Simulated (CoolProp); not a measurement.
Vapour-liquid equilibrium of R125 (1) + propane (2) at -25.45 °C; x and y are mole fractions of (1).

Model: multi-fluid Helmholtz-energy mixture model, Lemmon 2005 and Lemmon 2009; pair parameters Bell 2016, in CoolProp.

Give the bubble pressure and the first vapour's composition at x = 0.275, 0.425, 0.95. Is there an azeotrope?

x = 0.275: 0.3381 MPa, y = 0.497; x = 0.425: 0.3524 MPa, y = 0.549; x = 0.95: 0.3024 MPa, y = 0.871. y crosses x between x = 0.575 and 0.65: the model has an azeotrope there.

The pair parameters rest on a limited set of measurements; away from them the model extrapolates. With so large a gap from Raoult's law the liquid may split in two, which this calculation doesn't test in full.
